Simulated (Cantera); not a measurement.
Charge: 1 mol FeS, 0.3 mol SO3, 1.5 mol O2, held at 1202 °C and 0.210 bar.

Cantera equilibrium calculation (NASA polynomials, part measured and part estimated; ideal gas, pure solids and liquids). Candidate condensed phases: Fe, FeO, FeS, FeSO4, FeS2, Fe2O3, Fe2(SO4)3, Fe3O4, S; 12 gas species. Kinetics and transport are ignored.

Question: What is the equilibrium state?

Answer: 
```
Quantity                              Value
--------------------------------  ---------
x(SO2)                                0.991
x(S2)                               0.00523
x(SO)                               0.00288
x(S2O)                             0.000659
x(S)                                4.78e-6
x(SO3)                              3.38e-6
n(Fe3O4(s))                       0.333 mol
gas amount                        1.292 mol
log10 activity of Fe(γ) (absent)      -2.19
log10 activity of S(l) (absent)       -2.66
```
